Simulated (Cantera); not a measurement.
## Silicon epitaxy and polysilicon growth: SiH2Cl2 + H2

A closed system holds: 1 mol SiH2Cl2, 20 mol H2, held at 1123 K.

Method: chemical equilibrium by Gibbs-energy minimisation in Cantera with the NASA 1993 tables (ideal gas, pure condensed phases). Candidate condensed phases: Si; 19 gas species. The tables' values for SiCl3 are old estimates; treat these amounts as uncertain. Equilibrium is a limit: real reactors are often held back by kinetics, nucleation or transport.

```csv
P (Pa),log p H2,log p HCl,log p SiHCl3,log p SiCl4,log p SiCl2,n Si(s)
100,-3.03,-4.21,-6.31,-5.72,-5.07,0.733
460,-2.37,-3.62,-5.20,-4.68,-4.55,0.702
2100,-1.70,-3.07,-4.20,-3.80,-4.11,0.655
9600,-1.04,-2.54,-3.30,-3.04,-3.72,0.601
44000,-0.38,-2.04,-2.45,-2.34,-3.38,0.544
200000,0.28,-1.55,-1.64,-1.71,-3.06,0.488
```
log p: log10 of the partial pressure in bar; n: condensed amount in mol.

From 1.00 mbar to 2.00 bar the condensed part is Si(s). The main Si-bearing gas is SiCl2 at 1.00 mbar and SiHCl3 at 2.00 bar. The share of Si in condensed phases is highest at 1.00 mbar (73.3 %) and lowest at 2.00 bar (48.8 %).
